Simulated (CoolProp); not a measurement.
Sulfur hexafluoride along the isotherm 496.5 K: Z from the reference equation and from simpler models built on Tc = 318.7 K, pc = 3.755 MPa, ω = 0.210; each cubic takes its own stable root.

Values from CoolProp's reference Helmholtz-energy equation of state, Guder 2009.

```csv
p (MPa),phase,reference
3.75,gas,0.9418
7.51,supercritical,0.8989
11.3,supercritical,0.8793
15,supercritical,0.8861
18.8,supercritical,0.9157
22.5,supercritical,0.9599
26.3,supercritical,1.015
30,supercritical,1.075
33.8,supercritical,1.140
37.5,supercritical,1.205
```

**Question.** How far does each simpler model (van der Waals, Redlich-Kwong, Soave-Redlich-Kwong, Peng-Robinson) lie from the reference over these 10 states: mean and median of the absolute difference, and the worst?

**Answer.** 
- van der Waals: mean 5.9 %, median 5.7 %, worst -11.6 % at 496.5 K and 11.3 MPa
- Redlich-Kwong: mean 5.6 %, median 6.1 %, worst -6.4 % at 496.5 K and 15 MPa
- Soave-Redlich-Kwong: mean 2.5 %, median 2.5 %, worst +4.2 % at 496.5 K and 15 MPa
- Peng-Robinson: mean 3.3 %, median 2.5 %, worst -7.1 % at 496.5 K and 37.5 MPa
